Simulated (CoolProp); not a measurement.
Carbonyl sulfide at several states: density (kg/m³) from the reference equation and from simpler models built on Tc = 105.6 °C, pc = 6.369 MPa, ω = 0.098; each cubic takes its own stable root.

The numbers come from the reference Helmholtz-energy equation of state, Lemmon 2006 in CoolProp. It is a short technical equation, of lower accuracy than the large ones.

| T (°C) | p (MPa) | phase | reference | Soave-Redlich-Kwong | Peng-Robinson |
|---|---|---|---|---|---|
| 56.35 | 0.0251 | gas | 0.5515 | 0.5515 | 0.5516 |
| -83.95 | 0.0313 | liquid | ? | 1181 | ? |
| 309.95 | 0.0745 | gas | 0.9240 | 0.9239 | 0.9242 |
| -2.35 | 14.6 | liquid | 1098 | ? | 1177 |
| 89.75 | 4.48 | gas | 145.5 | 142.8 | 148.7 |
| 279.85 | 1.62 | gas | 21.70 | 21.67 | 21.80 |

Question: Complete the blanks.

Answer: 
- -83.95, reference: 1244
- -83.95, Peng-Robinson: 1330
- -2.35, Soave-Redlich-Kwong: 1045
